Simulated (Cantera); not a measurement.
# Reactions in the system Cl-H-Si

Source: NASA polynomial tables (part measured, part estimated), evaluated in Cantera. Values are per mole of reaction as written; species without (g) are pure solids or liquids, kept so even where they would boil at 1 bar.

SiCl₄(g) + Si(g) = 2 SiCl₂(g)

```json
[
 {"T (K)": "2048", "ΔH° (kJ)": "-145.9", "ΔS° (J/K)": "41.1", "ΔG° (kJ)": "-230.1", "log10 K": "5.87"},
 {"T (K)": "2123", "ΔH° (kJ)": "-146.9", "ΔS° (J/K)": "40.6", "ΔG° (kJ)": "-233.1", "log10 K": "5.74"},
 {"T (K)": "2198", "ΔH° (kJ)": "-147.9", "ΔS° (J/K)": "40.2", "ΔG° (kJ)": "-236.2", "log10 K": "5.61"},
 {"T (K)": "2273", "ΔH° (kJ)": "-148.9", "ΔS° (J/K)": "39.7", "ΔG° (kJ)": "-239.2", "log10 K": "5.50"},
 {"T (K)": "2348", "ΔH° (kJ)": "-150.0", "ΔS° (J/K)": "39.3", "ΔG° (kJ)": "-242.1", "log10 K": "5.39"}
]
```

5 Cl₂(g) + 2 SiH₃(g) = 2 SiHCl₃(g) + 4 HCl(g)

```
T (K)  ΔH° (kJ)  ΔS° (J/K)  ΔG° (kJ)  log10 K
-----  --------  ---------  --------  -------
2048    -1767.6     -154.4   -1451.3    37.02
2123    -1767.4     -154.3   -1439.7    35.42
2198    -1767.1     -154.2   -1428.2    33.94
2273    -1766.9     -154.1   -1416.6    32.55
2348    -1766.8     -154.1   -1405.0    31.26
```

2 SiH₃(g) + H₂(g) = 2 SiH₄(g)

```csv
T (K),ΔH° (kJ),ΔS° (J/K),ΔG° (kJ),log10 K
2048,-346.5,-159.9,-19.1,0.49
2123,-345.7,-159.5,-7.1,0.17
2198,-344.9,-159.1,4.8,-0.11
2273,-344.1,-158.8,16.8,-0.39
2348,-343.3,-158.4,28.7,-0.64
```

Si(g) + 3 HCl(g) = SiH₃Cl(g) + Cl₂(g)

| T (K) | ΔH° (kJ) | ΔS° (J/K) | ΔG° (kJ) | log10 K |
|---|---|---|---|---|
| 2048 | -302.5 | -250.8 | 211.2 | -5.39 |
| 2123 | -301.5 | -250.4 | 230.0 | -5.66 |
| 2198 | -300.6 | -250.0 | 248.8 | -5.91 |
| 2273 | -299.7 | -249.5 | 267.5 | -6.15 |
| 2348 | -298.8 | -249.2 | 286.2 | -6.37 |
